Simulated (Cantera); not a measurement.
**SiHCl3 + N2 (silicon epitaxy and polysilicon growth)**

A closed system holds: 1 mol SiHCl3, a varied amount of N2, held at 1152 °C and 99.0 mbar.

Equilibrium computed with Cantera from the NASA thermochemical tables; the gas is ideal and each condensed phase is pure. Candidate condensed phases: NH4Cl, Si, Si3N4; 28 gas species. N2 is the only nitrogen source here; it is nearly inert below about 1500 K, so the nitride shown seldom forms there in practice. The tables' values for SiCl3 are old estimates; treat these amounts as uncertain. Rates play no part.

From 3.4 mol N2 to 140 mol N2 the condensed part is Si3N4(s). The main Si-bearing gas is SiCl4 throughout.

```csv
n(N2) (mol),x N2,x HCl,x SiCl4,x H2,x SiCl3,x SiCl2,n Si3N4(s)
3.4,0.677,0.171,0.100,0.0220,0.0170,0.0113,0.134
5.4,0.773,0.123,0.0680,0.0133,0.0124,0.00889,0.135
8.6,0.846,0.0858,0.0443,0.00773,0.00886,0.00697,0.135
14,0.900,0.0569,0.0275,0.00423,0.00613,0.00538,0.134
22,0.934,0.0381,0.0173,0.00237,0.00430,0.00421,0.132
34,0.956,0.0256,0.0109,0.00134,0.00303,0.00331,0.130
55,0.972,0.0163,0.00642,0.000703,0.00203,0.00253,0.127
86,0.982,0.0107,0.00388,0.000384,0.00139,0.00196,0.122
140,0.989,0.00667,0.00221,0.000199,0.000911,0.00148,0.116
```
x: gas mole fraction; n: condensed amount in mol.
